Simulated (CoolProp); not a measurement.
A single-stage vapour-compression cycle with propylene: evaporating at 239.15 K (dew point), condensing at 303.15 K (bubble point), superheat 8 K, subcooling 5 K, compressor efficiency 0.9, no pressure losses. Each further row changes one setting.

The numbers come from the reference Helmholtz-energy equation of state, Lemmon 2013 in CoolProp.

| case | cooling COP | pressure ratio | discharge temperature (K) | refrigerating effect (kJ/kg) | volumetric capacity (kJ/m³) |
|---|---|---|---|---|---|
| as stated | 2.57 | 7.21 | 336.9 | 291 | 1130 |
| evaporating temperature 244.15 K | 2.91 | 5.94 | … | 297 | 1390 |
| condensing temperature 298.15 K | … | … | 330.7 | 304 | 1190 |
| subcooling 10 K | 2.69 | 7.21 | 336.9 | 304 | 1190 |
| superheat 18 K | … | 7.21 | … | … | … |
| compressor efficiency 0.8 | 2.28 | 7.21 | … | 291 | 1130 |

Problem. Complete the blanks.

Solution. 
- evaporating temperature 244.15 K, discharge temperature (K): 333.8
- condensing temperature 298.15 K, cooling COP: 2.88
- condensing temperature 298.15 K, pressure ratio: 6.38
- superheat 18 K, cooling COP: 2.58
- superheat 18 K, discharge temperature (K): 347.1
- superheat 18 K, refrigerating effect (kJ/kg): 306
- superheat 18 K, volumetric capacity (kJ/m³): 1140
- compressor efficiency 0.8, discharge temperature (K): 344.2
